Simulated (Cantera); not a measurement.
Standard-state values (1 bar) from the NASA 1993 polynomials, evaluated with Cantera. Values are per mole of reaction as written; species without (g) are pure solids or liquids, kept so even where they would boil at 1 bar.

Between 300 and 1150 K, where is each reaction favourable under standard conditions?
- PbO(g) ⇌ Pb + O(g)


- PbO(g) ⇌ Pb + O(g): ΔG° is 183 kJ at 300 K and 180 kJ at 1150 K; it stays positive (K < 1). ΔH° is 196 kJ and ΔS° 14 J/K at 1150 K.
